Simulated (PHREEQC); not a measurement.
KOH is added in steps, without added water, to 1 kg of water holding 0.022 mol/kgw Pb(NO3)2 and 0.0022 mol/kgw KBr, at 55 °C. Oxygen is held at 0.21 atm. No CO2 enters from the air. The run lets Pb(OH)2 precipitate or redissolve, and no other solid.

Base run: PHREEQC, ion-association model, phreeqc.dat. Each further column changes one thing. The table gives pH.

```csv
KOH added (mol),base,Pb(NO3)2 from 0.022 to 0.0044 mol/kgw,KBr replaced by KNO3 at the same molality,Pb(NO3)2 from 0.022 to 0.044 mol/kgw
0,4.68,(withheld),4.68,(withheld)
0.006375,4.72,5.21,4.71,(withheld)
0.01063,4.74,10.34,4.73,4.62
0.017,4.79,10.99,4.78,(withheld)
0.02337,4.85,11.23,4.84,4.66
0.02763,4.90,11.33,4.89,4.67
0.034,5.00,11.45,4.99,4.70
0.04038,5.22,(withheld),5.21,4.73
0.04462,9.84,11.60,9.84,(withheld)
0.051,10.88,11.66,10.88,4.78
```

Complete the blanks.


- 0, Pb(NO3)2 from 0.022 to 0.0044 mol/kgw: 4.93
- 0, Pb(NO3)2 from 0.022 to 0.044 mol/kgw: 4.59
- 0.006375, Pb(NO3)2 from 0.022 to 0.044 mol/kgw: 4.61
- 0.017, Pb(NO3)2 from 0.022 to 0.044 mol/kgw: 4.64
- 0.04038, Pb(NO3)2 from 0.022 to 0.0044 mol/kgw: 11.55
- 0.04462, Pb(NO3)2 from 0.022 to 0.044 mol/kgw: 4.75

Constants without temperature data keep their 25 °C values here. The database's Pb(OH)2 solid is less soluble than what usually precipitates.
